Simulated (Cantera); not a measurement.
Cantera run, input and output.

```python
import numpy as np
import cantera as ct

gas = ct.Solution("gri30.yaml")
gas.TPX = 800, 50000, {'C2H4': 1, 'O2': 2, 'N2': 7.52, 'CO2': 0.26}
inlet = ct.Reservoir(gas, clone=True)
gas.equilibrate("HP")  # start burning
reactor = ct.IdealGasConstPressureReactor(gas, energy="on", clone=False)
exhaust = ct.Reservoir(gas, clone=True)
tau = [0.023, 0.011, 0.0049, 0.0023, 0.0011, 0.0005, 0.00023, 0.00011, 5.1e-05, 2.4e-05, 1.1e-05][0]
for a, b in ((inlet, reactor), (reactor, exhaust)):
    ct.MassFlowController(a, b, mdot=lambda t: reactor.mass / tau)
net = ct.ReactorNet([reactor])
show = ['C2H4', 'O2', 'CO2', 'CH2CO', 'NO', 'HO2']

rows = []
print(f"{'tau/s':>10s}{'T/K':>9s}" + "".join(f"{s:>11s}" for s in show))
for tau in [0.023, 0.011, 0.0049, 0.0023, 0.0011, 0.0005, 0.00023, 0.00011, 5.1e-05, 2.4e-05, 1.1e-05]:
    net.initial_time = 0.0
    net.advance(30 * tau)
    before = gas.X
    net.advance(40 * tau)
    drift = np.max(np.abs(gas.X - before) / (gas.X + 1e-9))
    rows.append([gas.T, *gas[show].X, drift])
    print(f"{tau:10.3e}{gas.T:9.1f}" + "".join(f"{x:11.3e}" for x in gas[show].X))
```

Result:

```
     tau/s      T/K       C2H4         O2        CO2      CH2CO         NO        HO2
 2.300e-02   2415.7  3.710e-06  8.747e-04  6.222e-02  7.264e-07  8.068e-04  1.940e-07
 1.100e-02   2397.3  6.929e-06  1.174e-03  6.195e-02  1.318e-06  7.641e-04  2.405e-07
 4.900e-03   2374.0  1.386e-05  1.618e-03  6.157e-02  2.592e-06  6.977e-04  3.039e-07
 2.300e-03   2351.6  2.716e-05  2.157e-03  6.112e-02  5.068e-06  6.285e-04  3.778e-07
 1.100e-03   2331.1  5.409e-05  2.873e-03  6.051e-02  1.014e-05  5.626e-04  4.818e-07
 5.000e-04   2308.6  1.178e-04  4.120e-03  5.943e-02  2.226e-05  4.898e-04  6.996e-07
 2.300e-04   2278.1  2.678e-04  6.510e-03  5.740e-02  5.108e-05  3.975e-04  1.287e-06
 1.100e-04   2225.3  6.359e-04  1.130e-02  5.359e-02  1.231e-04  2.723e-04  3.279e-06
 5.100e-05   2098.1  1.999e-03  2.376e-02  4.570e-02  3.952e-04  1.081e-04  1.542e-05
 2.400e-05    800.0  9.276e-02  1.855e-01  2.412e-02  8.855e-17  3.335e-20  1.086e-16
 1.100e-05    800.0  9.276e-02  1.855e-01  2.412e-02  7.099e-20  2.673e-23  8.800e-20
```

Computed with Cantera and GRI-Mech 3.0 (53 species, 325 reactions). GRI-Mech 3.0 was tuned for natural gas; its chemistry of ethylene as a main component is partial and can be far from experiment.
